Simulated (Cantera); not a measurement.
Feed: 1 mol Si, 0.86 mol O₂, 190 mol H₂, 9.4 mol NH₃, held at 1 atm.

Method: chemical equilibrium by Gibbs-energy minimisation in Cantera with the NASA 1993 tables (ideal gas, pure condensed phases). Candidate condensed phases: H₂O, Si, SiO₂, Si₂N₂O, Si₃N₄; 35 gas species. Mutual solubility and eutectic melting of coexisting phases are not modelled. The tables hold silica as quartz up to 1696 K and as liquid above; real silica turns to tridymite and cristobalite and melts near 1996 K. Rates play no part.

x: gas mole fraction; n: condensed amount in mol.

```json
[
 {"T (K)": "600", "x H₂": "0.975", "x N₂": "0.0194", "x NH₃": "0.00565", "x SiO": "<1e-12", "x H₂O": "1.11e-6", "n SiO₂(α-quartz)": "0.813", "n Si₂N₂O(s)": "0.0934", "n SiO₂(β-quartz)": "0", "n SiO₂(condensed)": "0"},
 {"T (K)": "700", "x H₂": "0.977", "x N₂": "0.0214", "x NH₃": "0.00134", "x SiO": "<1e-12", "x H₂O": "4.29e-6", "n SiO₂(α-quartz)": "0.813", "n Si₂N₂O(s)": "0.0936", "n SiO₂(β-quartz)": "0", "n SiO₂(condensed)": "0"},
 {"T (K)": "800", "x H₂": "0.978", "x N₂": "0.0219", "x NH₃": "0.000433", "x SiO": "<1e-12", "x H₂O": "1.13e-5", "n SiO₂(α-quartz)": "0.812", "n Si₂N₂O(s)": "0.0941", "n SiO₂(β-quartz)": "0", "n SiO₂(condensed)": "0"},
 {"T (K)": "900", "x H₂": "0.978", "x N₂": "0.0220", "x NH₃": "[?]", "x SiO": "<1e-12", "x H₂O": "[?]", "n SiO₂(α-quartz)": "0", "n Si₂N₂O(s)": "0.0950", "n SiO₂(β-quartz)": "0.810", "n SiO₂(condensed)": "0"},
 {"T (K)": "1000", "x H₂": "0.978", "x N₂": "0.0220", "x NH₃": "8.46e-5", "x SiO": "<1e-12", "x H₂O": "4.12e-5", "n SiO₂(α-quartz)": "0", "n Si₂N₂O(s)": "0.0962", "n SiO₂(β-quartz)": "0.808", "n SiO₂(condensed)": "0"},
 {"T (K)": "1100", "x H₂": "0.978", "x N₂": "0.0220", "x NH₃": "4.62e-5", "x SiO": "3.11e-12", "x H₂O": "6.50e-5", "n SiO₂(α-quartz)": "0", "n Si₂N₂O(s)": "0.0979", "n SiO₂(β-quartz)": "0.804", "n SiO₂(condensed)": "0"},
 {"T (K)": "1200", "x H₂": "0.978", "x N₂": "0.0220", "x NH₃": "2.78e-5", "x SiO": "3.18e-10", "x H₂O": "9.46e-5", "n SiO₂(α-quartz)": "0", "n Si₂N₂O(s)": "0.0999", "n SiO₂(β-quartz)": "0.800", "n SiO₂(condensed)": "0"},
 {"T (K)": "1300", "x H₂": "0.978", "x N₂": "0.0220", "x NH₃": "1.80e-5", "x SiO": "1.57e-8", "x H₂O": "0.000129", "n SiO₂(α-quartz)": "0", "n Si₂N₂O(s)": "0.102", "n SiO₂(β-quartz)": "0.795", "n SiO₂(condensed)": "0"},
 {"T (K)": "1400", "x H₂": "0.978", "x N₂": "0.0220", "x NH₃": "1.24e-5", "x SiO": "4.39e-7", "x H₂O": "0.000169", "n SiO₂(α-quartz)": "0", "n Si₂N₂O(s)": "0.105", "n SiO₂(β-quartz)": "0.790", "n SiO₂(condensed)": "0"},
 {"T (K)": "1500", "x H₂": "0.978", "x N₂": "0.0220", "x NH₃": "9.00e-6", "x SiO": "7.80e-6", "x H₂O": "0.000212", "n SiO₂(α-quartz)": "0", "n Si₂N₂O(s)": "0.108", "n SiO₂(β-quartz)": "0.783", "n SiO₂(condensed)": "0"},
 {"T (K)": "1600", "x H₂": "0.978", "x N₂": "0.0220", "x NH₃": "[?]", "x SiO": "[?]", "x H₂O": "[?]", "n SiO₂(α-quartz)": "0", "n Si₂N₂O(s)": "0.105", "n SiO₂(β-quartz)": "0.771", "n SiO₂(condensed)": "0"},
 {"T (K)": "1700", "x H₂": "0.976", "x N₂": "0.0222", "x NH₃": "5.31e-6", "x SiO": "0.000865", "x H₂O": "0.000308", "n SiO₂(α-quartz)": "0", "n Si₂N₂O(s)": "0.0545", "n SiO₂(β-quartz)": "0", "n SiO₂(condensed)": "0.710"},
 {"T (K)": "1800", "x H₂": "0.974", "x N₂": "0.0225", "x NH₃": "4.26e-6", "x SiO": "0.00227", "x H₂O": "0.000930", "n SiO₂(α-quartz)": "0", "n Si₂N₂O(s)": "0", "n SiO₂(β-quartz)": "0", "n SiO₂(condensed)": "0.525"}
]
```

Task: Some entries are withheld; supply them.

Result: 
- 900, x NH₃: 0.000176
- 900, x H₂O: 2.34e-5
- 1600, x NH₃: 6.78e-6
- 1600, x SiO: 9.58e-5
- 1600, x H₂O: 0.000258
